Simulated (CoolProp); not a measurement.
Saturation properties of carbon dioxide.

Values from CoolProp's reference Helmholtz-energy equation of state, Span 1996.

| T (K) | p (bar) | liquid cp (kJ/(kg K)) | vapour Z | vapour viscosity (µPa s) |
|---|---|---|---|---|
| 235.8 | 11.06 | 2.026 | 0.8643 | 11.9 |
| 239.5 | 12.60 | 2.048 | 0.8513 | ___ |
| 243.1 | ___ | 2.073 | 0.8380 | 12.3 |
| 246.8 | 16.11 | 2.102 | 0.8235 | 12.5 |
| 250.4 | 18.08 | 2.136 | 0.8086 | 12.8 |
| 254 | 20.22 | 2.175 | 0.7928 | ___ |
| 257.7 | 22.60 | 2.222 | ___ | ___ |
| 261.3 | 25.12 | 2.276 | 0.7579 | 13.5 |
| 265 | 27.91 | 2.342 | 0.7386 | 13.8 |
| 268.6 | 30.84 | 2.419 | 0.7187 | 14.1 |
| 272.3 | 34.07 | 2.517 | 0.6969 | 14.5 |
| 275.9 | 37.46 | 2.636 | 0.6741 | 14.9 |
| 279.5 | 41.08 | ___ | 0.6496 | 15.3 |
| 283.2 | 45.08 | 3.001 | 0.6223 | 15.8 |
| 286.8 | 49.24 | ___ | 0.5931 | 16.4 |

### Question
Fill in the missing entries.

### Answer

- 239.5, vapour viscosity (µPa s): 12.1
- 243.1, p (bar): 14.25
- 254, vapour viscosity (µPa s): 13.0
- 257.7, vapour Z: 0.7756
- 257.7, vapour viscosity (µPa s): 13.2
- 279.5, liquid cp (kJ/(kg K)): 2.789
- 286.8, liquid cp (kJ/(kg K)): 3.293

Viscosity comes from a separate model (Laesecke 2017).
